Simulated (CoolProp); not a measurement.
Fluorine along the isotherm 145.9 K: density (kg/m³) from the reference equation and from simpler models built on Tc = 144.4 K, pc = 5240 kPa, ω = 0.045; each cubic takes its own stable root.

The numbers come from the reference Helmholtz-energy equation of state, de Reuck 1990 in CoolProp.

| p (kPa) | phase | reference |
|---|---|---|
| 218 | gas | 6.920 |
| 437 | gas | 14.07 |
| 655 | gas | 21.39 |
| 873 | gas | 28.95 |
| 1090 | gas | 36.71 |
| 1310 | gas | 44.86 |
| 1530 | gas | 53.30 |
| 1750 | gas | 62.08 |
| 1960 | gas | 70.80 |
| 2180 | gas | 80.33 |
| 2400 | gas | 90.31 |
| 2620 | gas | 100.8 |

Problem. How far does each simpler model (ideal gas, van der Waals, Redlich-Kwong, Soave-Redlich-Kwong, Peng-Robinson) lie from the reference over these 12 states: mean and median of the absolute difference, and the worst?

Solution. 
- ideal gas: mean 9.6 %, median 9.3 %, worst -18.6 % at 145.9 K and 2620 kPa
- van der Waals: mean 1.0 %, median 1.0 %, worst -2.1 % at 145.9 K and 2620 kPa
- Redlich-Kwong: mean 0.2 %, median 0.3 %, worst +0.3 % at 145.9 K and 2180 kPa
- Soave-Redlich-Kwong: mean 0.2 %, median 0.2 %, worst +0.3 % at 145.9 K and 1960 kPa
- Peng-Robinson: mean 1.4 %, median 1.4 %, worst +2.5 % at 145.9 K and 2620 kPa
